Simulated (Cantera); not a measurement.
**Thermodynamics of iron carbonyl, mercury and lead vapours, feed Pb + H2**

Input: 1 mol Pb, 52 mol H2, at 0.00700 bar.

Method: chemical equilibrium by Gibbs-energy minimisation in Cantera with the NASA 1993 tables (ideal gas, pure condensed phases). Candidate condensed phases: Pb; 4 gas species. Equilibrium is a limit: real reactors are often held back by kinetics, nucleation or transport.

From 973 K to 1073 K the condensed part is Pb(l). From 1123 K to 1423 K nothing is condensed. The main Pb-bearing gas is Pb throughout.

| T (K) | log p H2 | log p Pb | log p H | log p Pb2 | n Pb(l) |
|---|---|---|---|---|---|
| 973 | -2.16 | -5.06 | -10.04 | -10.74 | 0.935 |
| 1023 | -2.16 | -4.57 | -9.46 | -9.93 | 0.801 |
| 1073 | -2.16 | -4.14 | -8.93 | -9.20 | 0.451 |
| 1123 | -2.16 | -3.88 | -8.45 | -8.81 | 0 |
| 1173 | -2.16 | -3.88 | -8.01 | -8.93 | 0 |
| 1223 | -2.16 | -3.88 | -7.60 | -9.04 | 0 |
| 1273 | -2.16 | -3.88 | -7.23 | -9.15 | 0 |
| 1323 | -2.16 | -3.88 | -6.88 | -9.24 | 0 |
| 1373 | -2.16 | -3.88 | -6.56 | -9.33 | 0 |
| 1423 | -2.16 | -3.88 | -6.26 | -9.41 | 0 |
log p: log10 of the partial pressure in bar; n: condensed amount in mol.
